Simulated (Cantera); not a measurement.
**Low-pressure radical oxidation in H2/O2**

An isothermal, constant-pressure homogeneous reactor starts with H2 : O2 = 0.11 : 1 (molar parts), equivalence ratio 0.055, at 1100 K and 0.0132 atm.

Computed with Cantera and GRI-Mech 3.0 (53 species, 325 reactions). Radical loss at walls, strong at low pressure, is not modelled. The temperature is held fixed by assumption; the heat of reaction is taken as removed at once.

```tsv
t (s)	x H2	x O2	x HO2	x H2O	x O
2.00e-6	0.0991	0.901	2.08e-11	<1e-12	<1e-12
7.66e-6	0.0991	0.901	7.96e-11	<1e-12	3.84e-12
2.94e-5	0.0991	0.901	3.05e-10	1.17e-11	5.04e-11
0.000112	0.0991	0.901	1.17e-9	4.41e-10	6.01e-10
0.000431	0.0991	0.901	4.59e-9	2.21e-8	1.34e-8
0.00165	0.0989	0.901	6.84e-7	0.000145	7.45e-5
0.00632	0.00251	0.850	7.54e-6	0.0858	0.0375
0.0242	0.000868	0.881	6.54e-6	0.0993	0.0123
0.0928	8.21e-5	0.894	2.61e-6	0.104	0.00116
0.356	5.77e-6	0.896	4.38e-7	0.104	8.46e-5
1.36	6.21e-7	0.896	6.59e-8	0.104	9.54e-6
5.22	9.95e-8	0.896	1.26e-8	0.104	1.58e-6
20.0	2.02e-8	0.896	3.65e-9	0.104	3.26e-7
```
x: mole fraction; the columns are a selection and need not sum to one.

Equilibrium at this temperature and pressure: H2 1.27e-9, O2 0.896, HO2 4.11e-9, H2O 0.104, O 2.06e-8 (gas phase only).
